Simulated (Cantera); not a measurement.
Feed: 1 mol AlN, 0.049 mol I2, 1.8 mol H2, held at 1 atm.

Cantera equilibrium calculation (NASA polynomials, part measured and part estimated; ideal gas, pure solids and liquids). Candidate condensed phases: Al, AlI3, AlN, I2; 19 gas species. Kinetics and transport are ignored.

**Question.** At 1573 K, list the 4 most abundant gas species with their mole fractions, and the condensed phases.

**Answer.** H2 0.948, HI 0.0327, I 0.0138, AlI 0.00195. Condensed: AlN(s).
